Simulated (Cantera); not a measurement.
An adiabatic, constant-volume homogeneous reactor starts with CH4 : CO : O2 : N2 : CO2 = 1 : 0.12 : 3.68 : 13.8 : 0.93 (molar parts), equivalence ratio 0.56, at 1698 K and 7280 Torr.

Cantera simulation using GRI-Mech 3.0 (53 species, 325 reactions); the numbers are that mechanism's predictions, not measurements.

Predict: time of steepest temperature rise; temperature at 7.00 s; equilibrium temperature; x(CO) at 7.00 s; x(O2) at 7.00 s; x(HO2) at 7.00 s; x(OH) at 7.00 s; x(H2O2) at 7.00 s.


```
Quantity                                                            Result
---------------------------------  ---------------------------------------
time of steepest temperature rise                                  31.2 µs
temperature at 7.00 s                                               2774 K
equilibrium temperature                                             2774 K
x(CO) at 7.00 s                      0.0116 (gas-phase equilibrium 0.0116)
x(O2) at 7.00 s                      0.0745 (gas-phase equilibrium 0.0745)
x(HO2) at 7.00 s                   2.41e-5 (gas-phase equilibrium 2.41e-5)
x(OH) at 7.00 s                      0.0117 (gas-phase equilibrium 0.0117)
x(H2O2) at 7.00 s                  1.22e-6 (gas-phase equilibrium 1.22e-6)
```
